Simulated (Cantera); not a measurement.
A Cantera script and its output.

```python
import numpy as np
import cantera as ct

gas = ct.Solution("gri30.yaml")


def delay(T, t_max=10):
    gas.TPX = T, 2500000, {'CO': 1, 'H2': 0.05, 'O2': 0.438, 'N2': 1.65}
    reactor = ct.IdealGasConstPressureReactor(gas, clone=False)
    net = ct.ReactorNet([reactor])
    net.rtol, net.atol = 1e-8, 1e-16
    while net.time < t_max:
        t_old, T_old = net.time, reactor.T
        net.step()
        if reactor.T > T + 400:  # ignition: a rise of 400 K
            return t_old + (T + 400 - T_old) / (reactor.T - T_old) * (net.time - t_old)
    return np.nan


taus = []
for T in [850, 950, 1050, 1150, 1250, 1350, 1450, 1550, 1650]:
    taus.append(delay(T))
    print(f"T0 = {T:6g} K   tau = {taus[-1]:.4e} s")
```

Output:

```
T0 =    850 K   tau = 1.7936e-01 s
T0 =    950 K   tau = 9.9146e-03 s
T0 =   1050 K   tau = 9.7851e-04 s
T0 =   1150 K   tau = 1.4908e-04 s
T0 =   1250 K   tau = 3.1332e-05 s
T0 =   1350 K   tau = 9.2544e-06 s
T0 =   1450 K   tau = 4.1570e-06 s
T0 =   1550 K   tau = 2.5432e-06 s
T0 =   1650 K   tau = 1.8473e-06 s
```

Computed with Cantera and GRI-Mech 3.0 (53 species, 325 reactions). The hydrogen kinetics of GRI-Mech 3.0 are dated; newer H2 mechanisms differ, most at raised pressure. The pressure lies above the range GRI-Mech 3.0 was tuned for (to about 10 atm). Below about 950 K walls govern HO2 and H2O2 in real vessels.
